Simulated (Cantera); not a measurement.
Input (Python, Cantera):

```python
import numpy as np
import cantera as ct

gas = ct.Solution("gri30.yaml")
gas.TPX = 1300, 1800000, {'CH4': 1, 'H2': 0.057, 'O2': 2.31, 'N2': 8.67}
reactor = ct.IdealGasReactor(gas, energy="on", clone=False)
net = ct.ReactorNet([reactor])
net.rtol, net.atol = 1e-08, 1e-16
show = ['CH4', 'H2', 'O2', 'O', 'CH2CO', 'CO']
times = np.geomspace(1e-06, 0.4, 14)

steps = ct.SolutionArray(gas, extra=["t"])
rows = []
print(f"{'t/s':>10s}{'T/K':>9s}{'P/Pa':>11s}" + "".join(f"{s:>11s}" for s in show))
for t in times:
    while net.time < t:
        t_next = net.step()
        steps.append(gas.state, t=t_next)
    rows.append([np.interp(t, steps.t, y) for y in (steps.T, steps.P, *steps(*show).X.T)])
    print(f"{t:10.3e}{rows[-1][0]:9.1f}{rows[-1][1]:11.4g}" + "".join(f"{x:11.3e}" for x in rows[-1][2:]))
rate = np.gradient(steps.T, steps.t)
print("integrator steps:", len(steps.t))
if steps.T.max() > steps.T[0] + 200:
    print(f"time of steepest temperature rise: {steps.t[rate.argmax()]:.4e} s")
gas.TPX = 1300, 1800000, {'CH4': 1, 'H2': 0.057, 'O2': 2.31, 'N2': 8.67}
gas.equilibrate("UV")
print(f"equilibrium (UV): T = {gas.T:.1f} K  " + "  ".join(f"{s} {gas[s].X[0]:.3e}" for s in show))
```

Output:

```
       t/s      T/K       P/Pa        CH4         H2         O2          O      CH2CO         CO
 1.000e-06   1300.0    1.8e+06  8.308e-02  4.735e-03  1.919e-01  1.406e-10  1.589e-21  3.561e-13
 2.697e-06   1300.0    1.8e+06  8.308e-02  4.735e-03  1.919e-01  2.788e-10  3.465e-19  7.134e-12
 7.275e-06   1300.0    1.8e+06  8.308e-02  4.735e-03  1.919e-01  7.369e-10  7.692e-17  1.596e-10
 1.962e-05   1300.0    1.8e+06  8.307e-02  4.735e-03  1.919e-01  2.843e-09  2.818e-14  4.833e-09
 5.293e-05   1300.2    1.8e+06  8.303e-02  4.727e-03  1.919e-01  1.712e-08  2.979e-11  3.447e-07
 1.428e-04   1303.5  1.805e+06  8.258e-02  4.684e-03  1.915e-01  4.680e-08  1.202e-08  2.655e-05
 3.851e-04   1386.7  1.923e+06  7.317e-02  5.657e-03  1.830e-01  7.675e-07  1.598e-05  3.202e-03
 1.039e-03   3008.3  4.243e+06  4.278e-14  6.953e-03  2.427e-02  2.803e-03  1.060e-15  2.065e-02
 2.802e-03   3008.3  4.243e+06  4.278e-14  6.953e-03  2.427e-02  2.803e-03  1.060e-15  2.065e-02
 7.557e-03   3008.3  4.243e+06  4.278e-14  6.953e-03  2.427e-02  2.803e-03  1.060e-15  2.065e-02
 2.038e-02   3008.3  4.243e+06  4.278e-14  6.953e-03  2.427e-02  2.803e-03  1.060e-15  2.065e-02
 5.498e-02   3008.3  4.243e+06  4.278e-14  6.953e-03  2.427e-02  2.803e-03  1.060e-15  2.065e-02
 1.483e-01   3008.3  4.243e+06  4.278e-14  6.953e-03  2.427e-02  2.803e-03  1.060e-15  2.065e-02
 4.000e-01   3008.3  4.243e+06  4.278e-14  6.953e-03  2.427e-02  2.803e-03  1.060e-15  2.065e-02
integrator steps: 2201
time of steepest temperature rise: 4.2077e-04 s
equilibrium (UV): T = 3008.3 K  CH4 5.420e-14  H2 6.953e-03  O2 2.427e-02  O 2.803e-03  CH2CO 1.188e-15  CO 2.065e-02
```

Model: GRI-Mech 3.0 (53 species, 325 reactions), integrated in Cantera. The pressure lies above the range GRI-Mech 3.0 was tuned for (to about 10 atm). Above 3000 K some thermodynamic fits are extrapolated.
